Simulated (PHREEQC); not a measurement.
## Spent oxide etchant

Dissolve 0.0081 mol/kgw HF and 0.12 mol/kgw H2SiF6 at 25 °C. Closed to the air; pH follows from the charge balance.

Equilibrium calculation in PHREEQC: ion-association model, phreeqc.dat.

No solid was allowed to form.

Question: Estimate the pH.

Answer: pH 0.73.

Question: In which forms is F present?

Answer: SiF6-2 98 %, HF 1.8 % of the F.

Saturation is exceeded, for instance for Quartz (slow to form), Chalcedony (slow to form); the values hold only as long as no solid forms. SiF6-2 is the database's only silicon fluoride.
